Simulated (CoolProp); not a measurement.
Water along the isobar 92.7 MPa: fugacity coefficient from the reference equation and from simpler models built on Tc = 647.1 K, pc = 22.06 MPa, ω = 0.344; each cubic takes its own stable root.

Model: reference Helmholtz-energy equation of state, Wagner 2002, in CoolProp.

```csv
T (K),phase,reference,Redlich-Kwong,Soave-Redlich-Kwong,Peng-Robinson
473.6,liquid,0.02476,0.05235,0.03046,[?]
507.8,liquid,[?],0.08271,0.05594,0.05125
542.1,liquid,0.07453,0.1209,0.09277,0.08478
576.4,liquid,0.1139,0.1658,0.1413,0.1291
610.6,liquid,0.1629,0.2159,0.2006,0.1832
644.9,liquid,[?],0.2699,0.2689,0.2458
679.1,supercritical,0.2855,0.3258,0.3428,0.3138
713.4,supercritical,0.3546,0.3823,0.4193,0.3844
747.7,supercritical,0.4252,0.4377,0.4950,0.4546
781.9,supercritical,0.4938,0.4908,0.5669,0.5215
```

Problem. Complete the blanks.

Solution. 
- 473.6, Peng-Robinson: 0.02803
- 507.8, reference: 0.04505
- 644.9, reference: 0.2208
